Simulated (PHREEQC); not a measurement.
PHREEQC input (ion-association model, phreeqc.dat):

```
SOLUTION 0
  temp 40
  units mmol/kgw
  pH 7 charge
  Cl 4.01
  Cd 1.2
  S(6) 9.2
  Zn 9.2
  Na 1.6
  O(0) 1 O2(g) -0.68
SOLUTION 1-40
  temp 40
  units mmol/kgw
  pH 7 charge
  Cl 114.01
  Ca 57
  S(6) 1
  Na 2
  O(0) 1 O2(g) -0.68
END
EXCHANGE 1-40
  X 0.021
  -equilibrate 1
END
SELECTED_OUTPUT 1
  -reset false
  -pH true
  -pe true
  -ionic_strength true
  -water true
  -step true
  -totals Ca Cd Cl Na S Zn S(-2) S(6)
  -molalities CaX2 NaX ZnX2 CdX2
  -saturation_indices Gypsum Halite Zn(OH)2(e) Cd(OH)2
PRINT
  -reset false
TRANSPORT
  -cells 40
  -shifts 160
  -lengths 0.005
  -time_step 60
  -dispersivities 0.016
  -boundary_conditions flux flux
  -correct_disp true
  -punch_cells 40
  -punch_frequency 5
END
```

Selected output (columns that matter, 26 of 33 rows; pore volumes added in front):

```
pore volumes	pH	mu	Ca	Cd	Cl	Na	S	Zn	m_CaX2	m_NaX	si_Gypsum	si_Halite	si_Zn(OH)2(e)	si_Cd(OH)2
0	5.1082	0.17196	0.057	0	0.11401	0.002	0.001	0	0.010467	6.5469e-05	-0.9754	-5.4912	-1000	-1000
0.1375	5.1082	0.17196	0.057	1.6239e-13	0.11401	0.002	0.001	1.0577e-13	0.010467	6.5469e-05	-0.9754	-5.4912	-14.856	-17.466
0.3875	5.1086	0.17063	0.056556	7.5974e-06	0.11304	0.0019953	0.0010725	2.4524e-05	0.010464	6.5579e-05	-0.9459	-5.4955	-6.4889	-9.7911
0.5125	5.1106	0.16339	0.054117	4.9292e-05	0.10776	0.001971	0.0014658	0.00018978	0.010438	6.6254e-05	-0.8155	-5.5187	-5.589	-8.9549
0.6375	5.1148	0.14778	0.048807	0.00013553	0.096338	0.0019194	0.0023174	0.00057919	0.010369	6.7995e-05	-0.6295	-5.5722	-5.0799	-8.461
0.7625	5.1212	0.12671	0.041576	0.0002423	0.080774	0.0018499	0.0034776	0.0011163	0.010244	7.1067e-05	-0.4749	-5.6546	-4.7594	-8.1263
1.0125	5.1386	0.085126	0.027065	0.00041262	0.049356	0.0017113	0.0058196	0.0021595	0.0098057	8.1499e-05	-0.3194	-5.8765	-4.3898	-7.687
1.1375	5.1482	0.069285	0.021379	0.00045996	0.036992	0.0016585	0.0067413	0.0025643	0.0094895	8.8647e-05	-0.3005	-6.0025	-4.2773	-7.5349
1.2625	5.1573	0.057322	0.016949	0.00048972	0.027405	0.0016197	0.007456	0.0029046	0.0091103	9.6647e-05	-0.3074	-6.1318	-4.1915	-7.4133
1.5125	5.171	0.042639	0.011111	0.00053395	0.015177	0.0015786	0.0083675	0.0035166	0.0081865	0.00011311	-0.3683	-6.3833	-4.0673	-7.2356
1.6375	5.1748	0.038474	0.0092398	0.00056109	0.011584	0.0015712	0.0086354	0.0038359	0.0076596	0.00012057	-0.4116	-6.4976	-4.0189	-7.1694
1.7625	5.1766	0.035629	0.0078087	0.00059487	0.0091019	0.0015692	0.0088204	0.0041782	0.0071048	0.00012707	-0.4592	-6.5995	-3.9764	-7.1134
1.8875	5.1768	0.033689	0.0066838	0.00063494	0.0074099	0.0015705	0.0089466	0.0045425	0.0065347	0.00013252	-0.5096	-6.6863	-3.9385	-7.0656
2.1375	5.1738	0.031447	0.0050117	0.00072738	0.0055028	0.0015771	0.0090887	0.0053075	0.005399	0.00014054	-0.6159	-6.812	-3.8752	-6.9898
2.2625	5.1714	0.030808	0.0043635	0.00077575	0.0049937	0.0015809	0.0091267	0.0056888	0.0048549	0.00014339	-0.6714	-6.853	-3.8491	-6.9601
2.3875	5.1688	0.030357	0.003802	0.00082319	0.0046564	0.0015843	0.0091518	0.0060577	0.0043379	0.00014566	-0.7284	-6.8826	-3.8264	-6.935
2.5125	5.1661	0.030032	0.0033108	0.00086839	0.0044338	0.0015872	0.0091684	0.0064075	0.0038535	0.00014747	-0.7869	-6.9033	-3.8067	-6.914
2.7625	5.1609	0.029617	0.0024991	0.00094889	0.0041912	0.0015917	0.0091865	0.0070332	0.0029945	0.00015013	-0.9078	-6.9273	-3.7753	-6.8816
2.8875	5.1586	0.029481	0.0021647	0.00098345	0.0041283	0.0015933	0.0091912	0.0073055	0.002622	0.0001511	-0.9701	-6.9338	-3.7629	-6.8693
3.0125	5.1566	0.029376	0.001871	0.0010141	0.0040871	0.0015946	0.0091943	0.0075503	0.0022868	0.00015191	-1.0336	-6.9382	-3.7522	-6.8592
3.2625	5.1531	0.029225	0.0013887	0.0010647	0.0040427	0.0015965	0.0091976	0.0079623	0.0017214	0.00015314	-1.1635	-6.9431	-3.7354	-6.8437
3.3875	5.1516	0.029171	0.0011927	0.0010851	0.0040313	0.0015972	0.0091984	0.0081327	0.0014867	0.00015362	-1.2298	-6.9445	-3.7288	-6.8379
3.5125	5.1504	0.029126	0.0010224	0.0011026	0.0040238	0.0015977	0.009199	0.008282	0.0012804	0.00015402	-1.2969	-6.9454	-3.7231	-6.833
3.6375	5.1492	0.029088	0.00087487	0.0011177	0.004019	0.0015981	0.0091993	0.0084122	0.0011001	0.00015436	-1.3649	-6.946	-3.7183	-6.829
3.8875	5.1475	0.029031	0.00063745	0.0011415	0.0040138	0.0015987	0.0091997	0.0086233	0.0008067	0.0001549	-1.5028	-6.9468	-3.7107	-6.823
4.0125	5.1467	0.029009	0.0005429	0.0011507	0.0040125	0.0015989	0.0091998	0.0087079	0.00068879	0.00015511	-1.5727	-6.947	-3.7078	-6.8207
```

Species that the database lacks are ignored. At this temperature some constants are extrapolated from 25 °C, and those without enthalpy data are left unchanged.
